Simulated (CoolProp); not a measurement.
Ethanol along the isotherm 569.4 K: density (kg/m³) from the reference equation and from simpler models built on Tc = 514.7 K, pc = 62.68 bar, ω = 0.644; each cubic takes its own stable root.

Values from CoolProp's reference Helmholtz-energy equation of state, Schroeder 2014.

```
p (bar)          phase  reference  ideal gas  van der Waals  Redlich-Kwong  Soave-Redlich-Kwong
-------  -------------  ---------  ---------  -------------  -------------  -------------------
22.4               gas      23.40      21.80          23.92          24.09                23.74
44.8               gas      51.13      43.59          54.12          54.68                52.49
67.2     supercritical      86.40      65.39          97.83          97.36                88.72
89.5     supercritical      137.4      87.09          180.7          165.2                135.3
112      supercritical      220.0      109.0          244.3          245.5                190.8
134      supercritical      309.5      130.4          272.3          293.6                239.8
157      supercritical      369.2      152.8          291.0          326.0                278.6
179      supercritical      406.1      174.2          304.3          348.8                306.6
201      supercritical      433.0      195.6          315.0          367.0                329.0
224      supercritical      454.6      218.0          324.3          382.8                348.2
246      supercritical      471.2      239.4          332.0          395.9                363.8
269      supercritical      485.8      261.8          339.0          407.8                378.0
291      supercritical      497.7      283.2          345.0          418.0                390.0
313      supercritical      508.3      304.6          350.4          427.2                400.8
```
